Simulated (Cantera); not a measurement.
Gas mixture: 70.9 % H₂O, 29.1 % N₂O, at 0.0133 bar, frozen composition.

Cantera's kinetic-theory transport with the Lennard-Jones parameters of GRI-Mech 3.0, ideal gas; thermal conductivity in the multicomponent form. Polar gases are described roughly by these parameters. The composition is frozen, though it would react at the higher temperatures.

D: mixture-averaged diffusion coefficient of that species in the mixture.

```
T (K)  ρ (kg/m³)  cp (J/kg/K)  μ (µPa s)  λ (mW/m/K)     Pr  D (cm²/s) H₂O  D (cm²/s) NO  D (cm²/s) N₂
-----  ---------  -----------  ---------  ----------  -----  -------------  ------------  ------------
400       0.0103         1436       16.3        34.3  0.681           22.2             …          26.3
550      0.00746         1528       22.2        50.1  0.677           41.2             …          47.0
700      0.00586         1616       27.9        66.7  0.675           64.8             …          72.2
850      0.00482         1697       33.3        83.7  0.674           92.6             …           101
1000     0.00410         1773       38.4         101  0.673            124             …           134
1150     0.00357         1842       43.3         119  0.672            159             …           170
1300     0.00315         1906       48.0         136  0.672            197             …           210
1450     0.00283         1964       52.5         154  0.671            238             …           252
1600     0.00256         2017       56.9         171  0.671            282             …           298
```

### Question
Fill in the missing entries.

### Answer

- 400, D (cm²/s) NO: 25.9
- 550, D (cm²/s) NO: 46.3
- 700, D (cm²/s) NO: 71.0
- 850, D (cm²/s) NO: 99.7
- 1000, D (cm²/s) NO: 132
- 1150, D (cm²/s) NO: 168
- 1300, D (cm²/s) NO: 206
- 1450, D (cm²/s) NO: 248
- 1600, D (cm²/s) NO: 293
